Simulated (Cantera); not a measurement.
A perfectly stirred reactor is fed with NH₃ : N₂ = 1 : 7.7 (molar parts), at 1.00 bar; it is held at 2125 K, and followed from long to short residence time.

Computed with Cantera and the gas-phase N/H chemistry of the illustrative SiF4/NH3 mechanism in the Surface Chemkin manual (1991). Walls and surfaces, which speed up NH3 decomposition in real reactors, are not modelled.

**Question.** What does this change do: N2 7.7 to 56 parts?

**Answer.** 
```tsv
quantity	before	after
x(NH₃) at τ = 8.60 s	0.000246	2.03e-5
x(N₂) at τ = 8.60 s	0.845	0.974
x(NH₂) at τ = 8.60 s	6.43e-6	1.26e-6
x(H₂) at τ = 8.60 s	0.154	0.0256
x(H) at τ = 8.60 s	0.00133	0.000526
x(NH₃) at τ = 0.260 s	0.00522	0.000785
x(N₂) at τ = 0.260 s	0.847	0.974
x(NH₂) at τ = 0.260 s	6.29e-5	1.73e-5
x(H₂) at τ = 0.260 s	0.147	0.0246
x(H) at τ = 0.260 s	0.000588	0.000181
```

**Question.** What does this change do: N2 7.7 to 24 parts?

**Answer.** 
```json
[
 {"quantity": "x(NH₃) at τ = 8.60 s", "before": "0.000246", "after": "6.32e-5"},
 {"quantity": "x(N₂) at τ = 8.60 s", "before": "0.845", "after": "0.942"},
 {"quantity": "x(NH₂) at τ = 8.60 s", "before": "6.43e-6", "after": "2.66e-6"},
 {"quantity": "x(H₂) at τ = 8.60 s", "before": "0.154", "after": "0.0572"},
 {"quantity": "x(H) at τ = 8.60 s", "before": "0.00133", "after": "0.000797"},
 {"quantity": "x(NH₃) at τ = 0.260 s", "before": "0.00522", "after": "0.00183"},
 {"quantity": "x(N₂) at τ = 0.260 s", "before": "0.847", "after": "0.943"},
 {"quantity": "x(NH₂) at τ = 0.260 s", "before": "6.29e-5", "after": "3.10e-5"},
 {"quantity": "x(H₂) at τ = 0.260 s", "before": "0.147", "after": "0.0549"},
 {"quantity": "x(H) at τ = 0.260 s", "before": "0.000588", "after": "0.000309"}
]
```
